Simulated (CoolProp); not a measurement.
Hexamethyldisiloxane (MM) along the isotherm 620 K: Z from the reference equation and from simpler models built on Tc = 518.7 K, pc = 1.931 MPa, ω = 0.418; each cubic takes its own stable root.

Computed with CoolProp (reference Helmholtz-energy equation of state, Thol 2016).

```tsv
p (MPa)	phase	reference
0.0305	gas	0.9971
0.0627	gas	0.9940
0.129	gas	0.9875
0.264	gas	0.9744
0.543	gas	0.9469
1.12	gas	0.8898
2.29	supercritical	0.7785
4.7	supercritical	0.6097
9.66	supercritical	0.7366
```

### Question
How far does each simpler model (Redlich-Kwong, Soave-Redlich-Kwong, Peng-Robinson) lie from the reference over these 9 states: mean and median of the absolute difference, and the worst?

### Answer
- Redlich-Kwong: mean 1.9 %, median 0.5 %, worst -8.9 % at 620 K and 4.7 MPa
- Soave-Redlich-Kwong: mean 2.5 %, median 0.6 %, worst +9.1 % at 620 K and 4.7 MPa
- Peng-Robinson: mean 0.6 %, median 0.3 %, worst +2.6 % at 620 K and 4.7 MPa
